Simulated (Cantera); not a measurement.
**Premixed flame**

A freely propagating, adiabatic, planar premixed flame of 24.1 % H2, 15.0 % O2, 56.6 % N2, 4.33 % H2O, equivalence ratio 0.80, unburnt at 673 K and 5.00 bar; mixture-averaged transport, grid criteria slope 0.08 and curve 0.16, no radiation.

Model: the H2/O2 subset of GRI-Mech 3.0, which has no nitrogen chemistry, integrated in Cantera. The hydrogen kinetics of GRI-Mech 3.0 are dated; newer H2 mechanisms differ, most at raised pressure. Burning velocities carry a grid error of a few per cent, more on coarse grids.

```
z (mm)   T (K)  u (m/s)     x H2    x O2      x OH     x HO2       x H       x O
-------  -----  -------  -------  ------  --------  --------  --------  --------
-0.176     673     5.62    0.241   0.150     <1e-8     <1e-8     <1e-8     <1e-8
-0.118     673     5.62    0.240   0.150     <1e-8   2.79e-8     <1e-8     <1e-8
-0.0882    673     5.61    0.240   0.151     <1e-8   4.65e-7     <1e-8     <1e-8
-0.0588    675     5.60    0.237   0.151     <1e-8   7.14e-6   1.06e-8   5.86e-8
-0.0294    736     5.96    0.212   0.154   5.57e-5  0.000626   6.99e-5   1.58e-5
-0.0147   1006     7.88    0.166   0.144  0.000970  0.000821   0.00210  0.000410
0         1411     10.8    0.100   0.111   0.00375  0.000416    0.0103   0.00303
0.0147    1701     12.9   0.0507  0.0727   0.00917  0.000209    0.0162   0.00629
0.0294    1866     14.1   0.0301  0.0538    0.0133  0.000121    0.0153   0.00737
0.0588    2033     15.2   0.0194  0.0437    0.0155   6.46e-5   0.00983   0.00620
0.118     2172     16.2   0.0129  0.0396    0.0143   3.31e-5   0.00466   0.00380
0.235     2268     16.8  0.00734  0.0373    0.0115   1.64e-5   0.00178   0.00198
0.470     2321     17.1  0.00378  0.0363   0.00862   9.26e-6  0.000629  0.000998
```
x: mole fraction of selected species; z is measured from the peak of heat release.

| Property | Result |
|---|---|
| laminar burning velocity | 562 cm/s |
| thermal thickness | 0.0588 mm |
| peak x(OH) | 0.0155 |
| peak x(HO2) | 0.000960 |
| peak x(H) | 0.0164 |
| peak x(O) | 0.00737 |
